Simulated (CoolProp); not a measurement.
Properties of CH2F2 (R32) at several states (Tc = 351.3 K, pc = 5.783 MPa, ω = 0.277).

Values from CoolProp's reference Helmholtz-energy equation of state, Tillner-Roth 1997.

```csv
T (K),p (MPa),phase,density (kg/m³),speed of sound (m/s),Joule-Thomson coefficient (K/MPa),conductivity (mW/(m K))
373.6,1.23,gas,22.11,256.8,(withheld),21.7
178.9,1.47,liquid,(withheld),1197,-0.3211,222
267.4,0.0113,gas,0.2650,231.5,38.34,11.4
302.5,0.483,gas,10.60,(withheld),23.82,14.4
```

Problem. What belongs in the gaps?

Solution. 
- 373.6, Joule-Thomson coefficient (K/MPa): 12.02
- 178.9, density (kg/m³): 1326
- 302.5, speed of sound (m/s): 235.9

Thermal conductivity comes from a separate model (Huber 2003), an estimate that may be off by 10 % or more.
